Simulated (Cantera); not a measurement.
# Equilibrium for silicon epitaxy and polysilicon growth: Si2Cl6 + HCl + H2

Input: 1 mol Si2Cl6, 3.5 mol HCl, 4.5 mol H2, equilibrated at 1000 K.

Method: chemical equilibrium by Gibbs-energy minimisation in Cantera with the NASA 1993 tables (ideal gas, pure condensed phases). Candidate condensed phases: Si; 19 gas species. The feed counts by its element totals alone. The tables' values for SiCl3 are old estimates; treat these amounts as uncertain. Kinetics and transport are ignored.

```tsv
P (Pa)	x H2	x SiCl4	x HCl	x SiHCl3	x SiCl3	x SiCl2
100	0.601	0.211	0.178	0.00504	0.00358	0.00146
460	0.604	0.215	0.174	0.00524	0.00173	0.000338
2100	0.605	0.216	0.173	0.00532	0.000822	7.57e-5
9600	0.605	0.216	0.172	0.00535	0.000386	1.67e-5
44000	0.606	0.217	0.172	0.00537	0.000181	3.66e-6
200000	0.606	0.217	0.172	0.00537	8.49e-5	8.06e-7
```
x: gas mole fraction; nothing condenses.

From 0.00100 bar to 2.00 bar nothing is condensed. The main Si-bearing gas is SiCl4 throughout.
